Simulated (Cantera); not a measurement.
A perfectly stirred reactor is fed with CH4 : O2 : N2 = 1 : 1.43 : 5.37 (molar parts), equivalence ratio 1.4, at 5.00 bar; it is adiabatic with a 698 K inlet, and is followed from long to short residence time, starting on the burning branch (τ in s: 0.3, 0.1, 0.035, 0.012, 0.004, 0.0014, 0.00046, 0.00016, 5.4e-05, 1.8e-05, 6.2e-06).

Cantera simulation using GRI-Mech 3.0 (53 species, 325 reactions); the numbers are that mechanism's predictions, not measurements.

One state of this run: T (K) = 2262; x CH4 = 0.000318; x O2 = 0.000327; x C2H = 3.49e-8; x CH3 = 0.000123; x NO = 0.000275; x CO2 = 0.0423; x N2O = 5.48e-8. x: mole fraction; the columns are a selection and need not sum to one.

### Question
Which value of τ (s) does it belong to?
(A) 0.0040
(B) 1.8e-5
(C) 0.10
(D) 0.00016

### Answer
A, 0.0040
